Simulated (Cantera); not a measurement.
Charge: 1 mol Si3N4, 2 mol CO2, 28 mol H2, equilibrated at 0.133 bar.

Equilibrium computed with Cantera from the NASA thermochemical tables; the gas is ideal and each condensed phase is pure. Candidate condensed phases: C, C6H6, C7H8, C8H18, H2O, Si, SiC, SiO2, Si2N2O, Si3N4; 151 gas species. Mutual solubility and eutectic melting of coexisting phases are not modelled. The tables hold silica as quartz up to 1696 K and as liquid above; real silica turns to tridymite and cristobalite and melts near 1996 K. Equilibrium is a limit: real reactors are often held back by kinetics, nucleation or transport.

x: gas mole fraction; n: condensed amount in mol.

```tsv
T (K)	x H2	x N2	x CH4	x CO	x H2O	n C(graphite)	n SiO2(β-quartz)	n Si2N2O(s)
948	0.934	0.0463	0.0199	0.000161	1.94e-5	1.42	1.66	0.668
973	0.939	0.0460	0.0151	0.000287	2.23e-5	1.56	1.66	0.670
998	0.942	0.0458	?	?	?	1.65	1.66	0.672
1023	0.945	0.0455	0.00893	0.000838	2.89e-5	1.72	1.65	0.675
1048	0.946	0.0453	0.00697	0.00138	3.25e-5	1.76	1.64	0.680
1073	0.947	0.0449	?	?	?	1.77	1.62	0.689
1098	0.948	0.0444	0.00438	0.00346	4.01e-5	1.77	1.60	0.701
1123	0.947	0.0437	0.00351	0.00530	4.41e-5	1.74	1.56	0.719
1148	0.946	0.0427	0.00284	0.00794	4.82e-5	1.68	1.51	0.745
1173	0.945	0.0413	0.00231	0.0117	5.21e-5	1.59	1.44	0.782
1198	0.942	0.0394	0.00190	0.0168	5.59e-5	1.45	1.33	0.833
```

Problem. Some entries are withheld; supply them.

Solution. 
- 1073, x CH4: 0.00550
- 1073, x CO: 0.00221
- 1073, x H2O: 3.62e-5
- 998, x CH4: 0.0115
- 998, x CO: 0.000497
- 998, x H2O: 2.55e-5
